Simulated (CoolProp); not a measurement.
The fluid at 491.21 K and 4.36 MPa is throttled through a valve to 0.578 MPa with no heat exchange. The same conditions are run with several fluids, on thermodynamics alone (safety and materials aside).

The numbers come from the reference Helmholtz-energy equation of state of each fluid (R11: Jacobsen 1992; carbon dioxide: Span 1996; sulfur dioxide: Gao 2016; carbonyl sulfide: Lemmon 2006; propylene: Lemmon 2013) in CoolProp.

Rank R11, carbon dioxide, sulfur dioxide, carbonyl sulfide, propylene by temperature change (K), highest first.

carbon dioxide (-12.4), propylene (-17.7), carbonyl sulfide (-26.3), sulfur dioxide (-36.7), R11 (-56.8)

| fluid | final density (kg/m³) |
|---|---|
| R11 | 23.4 |
| carbon dioxide | 6.42 |
| sulfur dioxide | 10.0 |
| carbonyl sulfide | 9.13 |
| propylene | 6.30 |
